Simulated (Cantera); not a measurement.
Feed: 1 mol AlCl₃, 0.52 mol HCl, 9.1 mol H₂, equilibrated at 1027 °C and 14.0 mbar.

Equilibrium computed with Cantera from the NASA thermochemical tables; the gas is ideal and each condensed phase is pure. Candidate condensed phases: Al, AlCl₃; 12 gas species. The tables' values for AlCl₂ are old estimates; treat these amounts as uncertain. The numbers say what is thermodynamically allowed, not how fast it happens.

Base state: H₂ 0.853, AlCl₃ 0.0905, HCl 0.0534, AlCl₂ 0.00232, AlCl 0.00111 (mole fractions); condensed: gas only.

Task: What changes in the equilibrium state with this change: HCl from 0.52 to 8.2 mol?

Result: 
```csv
species,before,after
H₂,0.853,0.497
HCl,0.0534,0.448
AlCl₃,0.0905,0.0545
AlCl,0.00111,5.50e-6
AlCl₂,0.00232,0.000127
```
